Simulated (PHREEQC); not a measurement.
A solution holds 0.0087 mol/kgw CuSO4, 4.9e-05 mol/kgw HCl and 0.013 mol/kgw NaCl, at 83 °C. Closed to the air; pH follows from the charge balance.

The numbers come from PHREEQC with the ion-association model, phreeqc.dat.

This is a speciation only: nothing precipitates in the calculation.

Question: Estimate the pH, ionic strength.

Answer: pH 4.33; ionic strength 0.0366 mol/kgw.

Question: In which forms is Cl present?

Answer: Cl- 93 %, CuCl+ 7.1 % of the Cl.

Away from 25 °C the constants follow the database's enthalpies or fits; those with neither stay at their 25 °C values.
